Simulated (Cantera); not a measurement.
Charge: 1 mol ZrO₂, 0.76 mol H₂, 0.19 mol H₂O, equilibrated at 1677 °C and 1.33 mbar.

Cantera equilibrium calculation (NASA polynomials, part measured and part estimated; ideal gas, pure solids and liquids). Candidate condensed phases: H₂O, Zr, ZrO₂; 12 gas species. Rates play no part.

Base state: H₂ 0.775, H₂O 0.197, H 0.0276, OH 0.000636, O 1.68e-5 (mole fractions); condensed: ZrO₂(tetragonal).

What changes in the equilibrium state with this change: pressure from 1.33 mbar to 1 atm?


| species | before | after |
|---|---|---|
| H₂ | 0.775 | 0.799 |
| H₂O | 0.197 | 0.200 |
| H | 0.0276 | 0.00102 |
| O | 1.68e-5 | 2.18e-8 |
| OH | 0.000636 | 2.31e-5 |
| ZrO₂(tetragonal), mol | 1.00 | 1.00 |

What changes in the equilibrium state with this change: temperature from 1677 °C to 1277 °C?


```json
[
 {"species": "H₂", "before": "0.775", "after": "0.799"},
 {"species": "H₂O", "before": "0.197", "after": "0.200"},
 {"species": "H", "before": "0.0276", "after": "0.000771"},
 {"species": "O", "before": "1.68e-5", "after": "5.31e-9"},
 {"species": "OH", "before": "0.000636", "after": "6.48e-6"},
 {"species": "ZrO₂(tetragonal), mol", "before": "1.00", "after": "1.00"}
]
```

What changes in the equilibrium state with this change: H₂O from 0.19 to 3.3 mol?


```csv
species,before,after
H₂O,0.197,0.798
H₂,0.775,0.183
H,0.0276,0.0134
O₂,1.85e-6,0.000549
O,1.68e-5,0.000290
OH,0.000636,0.00532
"ZrO₂(tetragonal), mol",1.00,1.00
```
